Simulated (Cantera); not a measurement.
Charge: 1 mol PbO, 1.1 mol H₂, a varied amount of N₂, at 100000 Pa.

Equilibrium computed with Cantera from the NASA thermochemical tables; the gas is ideal and each condensed phase is pure. Candidate condensed phases: H₂O, Pb, PbO, PbO₂, Pb₃O₄; 27 gas species. Rates play no part.

Stable condensed phases, one row left out:

```
T in K \ n(N₂) in mol
         0.63 0.97  1.5  2.3  3.6  5.7  8.8   14   21   33   51   79
   1550     A    A    A    A    A    A    A    A    A    B    B    B
   1500     A    A    A    A    A    A    A    A    A    A    B    B
   1450     A    A    A    A    A    A    A    A    A    A    A    B
   1350     A    A    A    A    A    A    A    A    A    A    A    A
   1300     A    A    A    A    A    A    A    A    A    A    A    A
   1250     A    A    A    A    A    A    A    A    A    A    A    A
   1200     A    A    A    A    A    A    A    A    A    A    A    A
   1150     A    A    A    A    A    A    A    A    A    A    A    A
   1100     A    A    A    A    A    A    A    A    A    A    A    A
   1050     A    A    A    A    A    A    A    A    A    A    A    A
   1000     A    A    A    A    A    A    A    A    A    A    A    A
    950     A    A    A    A    A    A    A    A    A    A    A    A
    900     A    A    A    A    A    A    A    A    A    A    A    A
```

A: Pb; B: gas only.

Give the row for 1400 K.

0.63: Pb; 0.97: Pb; 1.5: Pb; 2.3: Pb; 3.6: Pb; 5.7: Pb; 8.8: Pb; 14: Pb; 21: Pb; 33: Pb; 51: Pb; 79: Pb.
